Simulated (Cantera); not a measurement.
**Equilibrium for chemical vapour transport: Fe + H₂O + Cl₂**

Charge: 1 mol Fe, 0.41 mol H₂O, 0.027 mol Cl₂, at 0.510 bar.

Method: chemical equilibrium by Gibbs-energy minimisation in Cantera with the NASA 1993 tables (ideal gas, pure condensed phases). Candidate condensed phases: Fe, FeCl₂, FeCl₃, FeO, Fe(OH)₂, Fe(OH)₃, Fe₂O₃, Fe₃O₄, H₂O; 22 gas species. Mutual solubility and eutectic melting of coexisting phases are not modelled. The tables' stoichiometric FeO is somewhat more stable than real wüstite, so its field is too wide. FeO: taken at fixed stoichiometry. Equilibrium is a limit: real reactors are often held back by kinetics, nucleation or transport.

| T (°C) | log p H₂ | log p H₂O | log p HCl | log p FeCl₂ | log p H | log p Fe(OH)₂ | log p Fe₂Cl₄ | log p Cl | n Fe(α) | n FeO(s) | n Fe(γ) | n FeO(l) | n Fe(δ) |
|---|---|---|---|---|---|---|---|---|---|---|---|---|---|
| 877 | -0.44 | -1.04 | -1.24 | -2.54 | -7.35 | -7.76 | -4.99 | -8.20 | 0.665 | 0.333 | 0 | 0 | 0 |
| 927 | -0.45 | -1.01 | -1.25 | -2.47 | -6.93 | -7.38 | -5.13 | -7.79 | 0 | 0.326 | 0.671 | 0 | 0 |
| 977 | -0.46 | -0.98 | -1.26 | -2.42 | -6.55 | -7.04 | -5.26 | -7.41 | 0 | 0.320 | 0.676 | 0 | 0 |
| 1027 | -0.47 | -0.95 | -1.26 | -2.37 | -6.19 | -6.72 | -5.39 | -7.06 | 0 | 0.315 | 0.682 | 0 | 0 |
| 1077 | -0.48 | -0.93 | -1.27 | -2.32 | -5.86 | -6.43 | -5.51 | -6.74 | 0 | 0.309 | 0.687 | 0 | 0 |
| 1127 | -0.48 | -0.91 | -1.28 | -2.28 | -5.55 | -6.16 | -5.62 | -6.43 | 0 | 0.304 | 0.691 | 0 | 0 |
| 1177 | -0.49 | -0.89 | -1.29 | -2.25 | -5.27 | -5.91 | -5.73 | -6.15 | 0 | 0.300 | 0.695 | 0 | 0 |
| 1227 | -0.50 | -0.87 | -1.29 | -2.22 | -5.00 | -5.68 | -5.84 | -5.89 | 0 | 0.295 | 0.699 | 0 | 0 |
| 1277 | -0.50 | -0.86 | -1.30 | -2.19 | -4.75 | -5.47 | -5.94 | -5.65 | 0 | 0.292 | 0.703 | 0 | 0 |
| 1327 | -0.51 | -0.85 | -1.31 | -2.16 | -4.52 | -5.27 | -6.03 | -5.42 | 0 | 0.288 | 0.706 | 0 | 0 |
| 1377 | -0.51 | -0.83 | -1.31 | -2.14 | -4.30 | -5.08 | -6.12 | -5.21 | 0 | 0 | 0.709 | 0.284 | 0 |
| 1427 | -0.51 | -0.84 | -1.32 | -2.12 | -4.09 | -4.94 | -6.22 | -5.01 | 0 | 0 | 0 | 0.286 | 0.708 |
log p: log10 of the partial pressure in bar; n: condensed amount in mol.

At 877 °C the condensed part is Fe(α) + FeO(s). From 927 °C to 1327 °C the condensed part is Fe(γ) + FeO(s). At 1377 °C the condensed part is Fe(γ) + FeO(l). At 1427 °C the condensed part is Fe(δ) + FeO(l). The main Fe-bearing gas is FeCl₂ throughout.
